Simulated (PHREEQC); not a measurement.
Dissolve 0.036 mol/kgw MgSO4 at 75 °C. Closed to the air; pH follows from the charge balance.

Computed with PHREEQC (ion-association model, wateq4f.dat).

- ionic strength: 0.0529 mol/kgw

```json
[
 {"species": "MgSO4", "molality": "0.0228", "activity": "0.0230", "log γ": "0.005"},
 {"species": "Mg+2", "molality": "0.0132", "activity": "0.00586", "log γ": "-0.354"},
 {"species": "SO4-2", "molality": "0.0132", "activity": "0.00556", "log γ": "-0.376"},
 {"species": "MgOH+", "molality": "1.93e-6", "activity": "1.58e-6", "log γ": "-0.086"},
 {"species": "HSO4-", "molality": "1.54e-6", "activity": "1.24e-6", "log γ": "-0.096"},
 {"species": "H+", "molality": "7.67e-7", "activity": "6.43e-7", "log γ": "-0.076"},
 {"species": "OH-", "molality": "3.84e-7", "activity": "3.03e-7", "log γ": "-0.102"}
]
```

No solid was allowed to form. At this temperature some constants are extrapolated from 25 °C, and those without enthalpy data are left unchanged.
